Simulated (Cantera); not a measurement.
Input: 1 mol n-butane, 0.12 mol H2O, 0.4 mol O2, held at 89.0 bar.

Points: T (K) = 798, 948, 1098, 1248, 1398, 1548, 1698, 1848, 1998, 2148, 2298, 2448, 2598, 2748.

Cantera's Mixture.equilibrate('TP', solver="vcs", rtol=1e-11, max_steps=5000) on the NASA tables stopped like this:

```
T = 798 K  P = 8.9e+06 Pa  gas = 3.137 mol
   x: CH4 6.561e-01  H2O 2.469e-01  H2 7.286e-02  CO2 2.242e-02  CO 1.546e-03  C2H6 1.151e-04
   condensed (mol): C(gr) 1.866
T = 948 K  P = 8.9e+06 Pa  gas = 3.363 mol
   x: CH4 5.601e-01  H2O 2.102e-01  H2 1.915e-01  CO2 2.529e-02  CO 1.274e-02  C2H6 1.786e-04
   condensed (mol): C(gr) 1.987
T = 1098 K  P = 8.9e+06 Pa  gas = 3.798 mol
   x: CH4 4.195e-01  H2 3.591e-01  H2O 1.494e-01  CO 5.084e-02  CO2 2.100e-02  C2H6 1.900e-04  C2H4 1.018e-05
   condensed (mol): C(gr) 2.132
ERROR: FAILURE its = 5001!

*******************************************************************************
CanteraError thrown by MultiPhase::equilibrate:
VCS solver failed. Return code: -1
*******************************************************************************
```

Problem. What got this run through?

Solution. One answer among several that fit: The failure is numerical, not chemical. The same input converged with solver="gibbs", rtol=1e-10, max_steps=50000, and the result passed a check of the equilibrium conditions:
```
T = 798 K  P = 8.9e+06 Pa  gas = 3.137 mol
   x: CH4 6.561e-01  H2O 2.469e-01  H2 7.286e-02  CO2 2.242e-02  CO 1.546e-03  C2H6 1.151e-04
   condensed (mol): C(gr) 1.866
T = 948 K  P = 8.9e+06 Pa  gas = 3.363 mol
   x: CH4 5.601e-01  H2O 2.102e-01  H2 1.915e-01  CO2 2.529e-02  CO 1.274e-02  C2H6 1.786e-04
   condensed (mol): C(gr) 1.987
T = 1098 K  P = 8.9e+06 Pa  gas = 3.798 mol
   x: CH4 4.195e-01  H2 3.591e-01  H2O 1.494e-01  CO 5.084e-02  CO2 2.100e-02  C2H6 1.900e-04  C2H4 1.018e-05
   condensed (mol): C(gr) 2.132
T = 1248 K  P = 8.9e+06 Pa  gas = 4.426 mol
   x: H2 5.269e-01  CH4 2.755e-01  CO 1.087e-01  H2O 7.838e-02  CO2 1.038e-02  C2H6 1.476e-04  C2H4 3.558e-05
   condensed (mol): C(gr) 2.252
T = 1398 K  P = 8.9e+06 Pa  gas = 5.027 mol
   x: H2 6.539e-01  CH4 1.662e-01  CO 1.446e-01  H2O 3.187e-02  CO2 3.260e-03  C2H6 9.310e-05  C2H4 7.948e-05
   condensed (mol): C(gr) 2.419
T = 1548 K  P = 8.9e+06 Pa  gas = 5.433 mol
   x: H2 7.332e-01  CO 1.550e-01  CH4 9.816e-02  H2O 1.242e-02  CO2 9.421e-04  C2H4 1.342e-04  C2H6 5.362e-05  C2H2,acetylene 1.151e-05
   condensed (mol): C(gr) 2.617
T = 1698 K  P = 8.9e+06 Pa  gas = 5.67 mol
   x: H2 7.782e-01  CO 1.564e-01  CH4 5.949e-02  H2O 5.284e-03  CO2 3.114e-04  C2H4 1.923e-04  C2H2,acetylene 5.608e-05  C2H6 3.071e-05  CH3 2.102e-05  H 1.352e-05
   condensed (mol): C(gr) 2.771
T = 1848 K  P = 8.9e+06 Pa  gas = 5.803 mol
   x: H2 8.032e-01  CO 1.558e-01  CH4 3.782e-02  H2O 2.518e-03  C2H4 2.502e-04  C2H2,acetylene 2.068e-04  CO2 1.218e-04  H 5.037e-05  CH3 4.779e-05  C2H6 1.827e-05
   condensed (mol): C(gr) 2.87
T = 1998 K  P = 8.9e+06 Pa  gas = 5.881 mol
   x: H2 8.171e-01  CO 1.550e-01  CH4 2.535e-02  H2O 1.332e-03  C2H2,acetylene 6.194e-04  C2H4 3.068e-04  H 1.537e-04  CH3 9.442e-05  CO2 5.519e-05  C2H6 1.145e-05
   condensed (mol): C(gr) 2.927
T = 2148 K  P = 8.9e+06 Pa  gas = 5.928 mol
   x: H2 8.245e-01  CO 1.544e-01  CH4 1.784e-02  C2H2,acetylene 1.579e-03  H2O 7.684e-04  H 4.011e-04  C2H4 3.615e-04  CH3 1.679e-04  CO2 2.817e-05
   condensed (mol): C(gr) 2.955
T = 2298 K  P = 8.9e+06 Pa  gas = 5.958 mol
   x: H2 8.273e-01  CO 1.539e-01  CH4 1.309e-02  C2H2,acetylene 3.540e-03  H 9.234e-04  H2O 4.764e-04  C2H4 4.133e-04  CH3 2.747e-04  CO2 1.583e-05  C3H4,propyne 1.175e-05
   condensed (mol): C(gr) 2.955
T = 2448 K  P = 8.9e+06 Pa  gas = 5.98 mol
   x: H2 8.262e-01  CO 1.535e-01  CH4 9.934e-03  C2H2,acetylene 7.145e-03  H 1.918e-03  C2H4 4.609e-04  CH3 4.197e-04  H2O 3.130e-04  C4H2 2.547e-05  C3H4,propyne 2.010e-05  C2H3,vinyl 1.050e-05  C3H3,propargyl 1.033e-05
   condensed (mol): C(gr) 2.927
T = 2598 K  P = 8.9e+06 Pa  gas = 5.998 mol
   x: H2 8.207e-01  CO 1.531e-01  C2H2,acetylene 1.321e-02  CH4 7.728e-03  H 3.656e-03  CH3 6.049e-04  C2H4 5.020e-04  H2O 2.154e-04  C4H2 8.805e-05  C3H4,propyne 3.194e-05  C3H3,propargyl 2.612e-05  C2H3,vinyl 2.317e-05  C2H2,vinylidene 1.415e-05  C3H4,allene 1.403e-05
   condensed (mol): C(gr) 2.863
T = 2748 K  P = 8.9e+06 Pa  gas = 6.015 mol
   x: H2 8.099e-01  CO 1.528e-01  C2H2,acetylene 2.263e-02  H 6.478e-03  CH4 6.114e-03  CH3 8.279e-04  C2H4 5.340e-04  C4H2 2.630e-04  H2O 1.537e-04  C3H3,propargyl 5.892e-05  C3H4,propyne 4.753e-05  C2H3,vinyl 4.629e-05  C2H2,vinylidene 3.772e-05  C3H4,allene 2.130e-05  C2H 2.092e-05  CH2 1.464e-05
   condensed (mol): C(gr) 2.75
```

The gas is ideal and each condensed phase is pure. The ideal-gas law is rough above about 30 bar.
